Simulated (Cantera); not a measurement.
**Transport properties of process gases**

Gas mixture: NO = 0.33 (molar parts), at 1.00 atm, frozen composition.

Cantera's kinetic-theory transport with the Lennard-Jones parameters of GRI-Mech 3.0, ideal gas; thermal conductivity in the mixture-averaged form.

```csv
T (K),ρ (kg/m³),cp (J/kg/K),μ (µPa s),λ (mW/m/K),Pr,D (cm²/s) H,D (cm²/s) H₂,D (cm²/s) NO
400,0.914,998.6,23.1,32.4,0.712,2.03,1.27,66.7
500,0.731,1016,27.0,38.8,0.708,2.99,1.84,99.1
600,0.609,1041,30.6,45.1,0.706,4.09,2.50,136
700,0.522,1067,34.0,51.3,0.707,5.31,3.23,178
800,0.457,1092,37.1,57.3,0.708,6.66,4.03,223
900,0.406,1114,40.1,63.0,0.708,8.12,4.90,273
1000,0.366,1133,42.9,68.6,0.709,9.68,5.84,326
```
D: mixture-averaged diffusion coefficient of that species in the mixture.
